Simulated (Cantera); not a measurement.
Feed: 1 mol CF₄, 0.018 mol F₂, 8.5 mol H₂, equilibrated at 28.0 mbar.

Equilibrium computed with Cantera from the NASA thermochemical tables; the gas is ideal and each condensed phase is pure. Candidate condensed phases: C, C₆H₆, C₇H₈, C₈H₁₈; 95 gas species. Rates play no part. All values below are at 2075 K.

Base state: H₂ 0.606, HF 0.381, H 0.0124, C₂H₂ (acetylene) 0.000751 (mole fractions); condensed: C(graphite).

Problem. What changes in the equilibrium state with this change: pressure from 28.0 mbar to 1.00 bar?

Solution. 
| species | before | after |
|---|---|---|
| H₂ | 0.606 | 0.614 |
| HF | 0.381 | 0.383 |
| H | 0.0124 | 0.00209 |
| CH₄ | 3.60e-6 | 0.000132 |
| C₂H₂ (acetylene) | 0.000751 | 0.000761 |
| C(graphite), mol | 0.984 | 0.982 |
